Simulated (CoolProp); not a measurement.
Carbon monoxide along the isobar 148 bar: fugacity coefficient from the reference equation and from simpler models built on Tc = 132.9 K, pc = 34.98 bar, ω = 0.050; each cubic takes its own stable root.

The numbers come from the reference Helmholtz-energy equation of state, Lemmon 2006 in CoolProp. It is a short technical equation, of lower accuracy than the large ones.

| T (K) | phase | reference |
|---|---|---|
| 78.6 | liquid | 0.009980 |
| 121.1 | liquid | 0.1785 |
| 163.6 | supercritical | 0.5103 |
| 206 | supercritical | 0.7605 |
| 248.5 | supercritical | 0.8972 |
| 291 | supercritical | 0.9716 |
| 333.5 | supercritical | 1.014 |
| 376 | supercritical | 1.038 |
| 418.5 | supercritical | 1.052 |

**Question.** How far does each simpler model (van der Waals, Redlich-Kwong, Soave-Redlich-Kwong, Peng-Robinson) lie from the reference over these 9 states: mean and median of the absolute difference, and the worst?

**Answer.** 
- van der Waals: mean 55.4 %, median 6.6 %, worst +419.0 % at 78.6 K and 148 bar
- Redlich-Kwong: mean 3.3 %, median 2.5 %, worst -12.7 % at 78.6 K and 148 bar
- Soave-Redlich-Kwong: mean 2.2 %, median 2.2 %, worst +3.2 % at 163.6 K and 148 bar
- Peng-Robinson: mean 3.7 %, median 3.3 %, worst -6.6 % at 121.1 K and 148 bar
